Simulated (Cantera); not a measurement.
An adiabatic, constant-volume homogeneous reactor starts with CH4 : C2H6 : C3H8 : O2 : N2 : H2O = 1 : 0.051 : 0.51 : 8.01 : 30.1 : 1.1 (molar parts), at 1348 K and 0.987 atm. Integrator tolerance rtol = 1e-08.

Computed with Cantera and GRI-Mech 3.0 (53 species, 325 reactions). GRI-Mech 3.0 was tuned for natural gas; its chemistry of propane as a main component is partial and can be far from experiment.

Problem. What does this change do: 3.1 parts CO2 added?

Solution. 
```tsv
quantity	before	after
time of steepest temperature rise	0.528 ms	0.572 ms
temperature at 8.00 s	2591 K	2480 K
equilibrium temperature	2591 K	2480 K
x(CH4) at 8.00 s	<1e-12 (gas-phase equilibrium <1e-12)	<1e-12 (gas-phase equilibrium <1e-12)
x(C2H6) at 8.00 s	<1e-12 (gas-phase equilibrium <1e-12)	<1e-12 (gas-phase equilibrium <1e-12)
x(C3H8) at 8.00 s	<1e-12 (gas-phase equilibrium <1e-12)	<1e-12 (gas-phase equilibrium <1e-12)
x(H2O) at 8.00 s	0.116 (gas-phase equilibrium 0.116)	0.111 (gas-phase equilibrium 0.111)
x(O2) at 8.00 s	0.0716 (gas-phase equilibrium 0.0716)	0.0700 (gas-phase equilibrium 0.0700)
```

Problem. What does this change do: initial temperature 1348 to 1300 K?

Solution. 
| quantity | before | after |
|---|---|---|
| time of steepest temperature rise | 0.528 ms | 1.08 ms |
| temperature at 8.00 s | 2591 K | 2569 K |
| equilibrium temperature | 2591 K | 2569 K |
| x(CH4) at 8.00 s | <1e-12 (gas-phase equilibrium <1e-12) | <1e-12 (gas-phase equilibrium <1e-12) |
| x(C2H6) at 8.00 s | <1e-12 (gas-phase equilibrium <1e-12) | <1e-12 (gas-phase equilibrium <1e-12) |
| x(C3H8) at 8.00 s | <1e-12 (gas-phase equilibrium <1e-12) | <1e-12 (gas-phase equilibrium <1e-12) |
| x(H2O) at 8.00 s | 0.116 (gas-phase equilibrium 0.116) | 0.117 (gas-phase equilibrium 0.117) |
| x(O2) at 8.00 s | 0.0716 (gas-phase equilibrium 0.0716) | 0.0717 (gas-phase equilibrium 0.0717) |
